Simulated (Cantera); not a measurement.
Feed: 1 mol Si, a varied amount of Br2, 0.44 mol O2, equilibrated at 923 K and 75.0 Torr.

These are equilibrium values from Cantera (NASA tables, ideal gas, pure condensed phases), not measurements of a reactor. Candidate condensed phases: Br2, Si, SiO2; 14 gas species. The numbers say what is thermodynamically allowed, not how fast it happens.

Question: What share of the Si ends up in condensed phases as a function of n(Br2) (mol), at 0.016, 0.025, 0.038, 0.058, 0.088, 0.14, 0.21, 0.32, 0.48, 0.74, 1.1, 1.7?

Answer: 
| n(Br2) (mol) | Si condensed (%) | as |
|---|---|---|
| 0.016 | 99.2 | Si(s) + SiO2(β-quartz) |
| 0.025 | 98.7 | Si(s) + SiO2(β-quartz) |
| 0.038 | 98.1 | Si(s) + SiO2(β-quartz) |
| 0.058 | 97.1 | Si(s) + SiO2(β-quartz) |
| 0.088 | 95.6 | Si(s) + SiO2(β-quartz) |
| 0.14 | 93.0 | Si(s) + SiO2(β-quartz) |
| 0.21 | 89.5 | Si(s) + SiO2(β-quartz) |
| 0.32 | 84.0 | Si(s) + SiO2(β-quartz) |
| 0.48 | 76.0 | Si(s) + SiO2(β-quartz) |
| 0.74 | 63.0 | Si(s) + SiO2(β-quartz) |
| 1.1 | 44.9 | Si(s) + SiO2(β-quartz) |
| 1.7 | 44.0 | SiO2(β-quartz) |
